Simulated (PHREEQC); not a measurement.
Dissolve 0.016 mol (NH4)2SiF6 and 0.012 mol NaH2PO4 per kg of water at 90 °C. Closed to the air; pH follows from the charge balance.

The numbers come from PHREEQC with the ion-association model, phreeqc.dat.

No solid was allowed to form.

**Question.** Predict the pH.

**Answer.** pH 3.46.

**Question.** In which forms is Si present?

**Answer.** SiF6-2 84 %, H4SiO4 16 % of the Si.

Examples of supersaturated solids here: Quartz (slow to form), Chalcedony (slow to form). Others may be too. At this temperature some constants are extrapolated from 25 °C, and those without enthalpy data are left unchanged. SiF6-2 is the database's only silicon fluoride.
